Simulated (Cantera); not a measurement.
Catalytic combustion on Pt

An isothermal plug-flow reactor at 650 K and 3750 Torr (inlet), inlet velocity 0.95 m/s, active area per volume 240 1/m; feed H2 : O2 : N2 = 0.0023 : 0.015 : 0.79 (molar parts).

Detailed kinetics in Cantera: Deutschmann's 1995 Pt surface mechanism with GRI-Mech 3.0 gas chemistry. Catalytic surfaces can have several steady states; this one follows from the mechanism file's or the stated starting coverage. Mass transfer to the wall is taken as infinitely fast.

```tsv
z (m)	x H2	x O2	x H2O	θ free Pt	θ O*	θ OH*
9.4e-05	0.00239	0.0184	0.000463	0.224	0.766	0.0102
0.00016	0.00214	0.0182	0.000709	0.202	0.788	0.0102
0.00026	0.00185	0.0181	0.00100	0.176	0.814	0.0101
0.00044	0.00148	0.0179	0.00137	0.142	0.848	0.00977
0.00073	0.00112	0.0177	0.00173	0.109	0.882	0.00914
0.0012	0.000801	0.0176	0.00205	0.0784	0.913	0.00822
0.002	0.000538	0.0174	0.00231	0.0531	0.940	0.00708
0.0034	0.000340	0.0173	0.00251	0.0339	0.960	0.00585
0.0056	0.000215	0.0173	0.00264	0.0217	0.974	0.00478
0.0094	0.000130	0.0172	0.00272	0.0135	0.983	0.00383
```
x: gas mole fraction; θ: surface coverage.
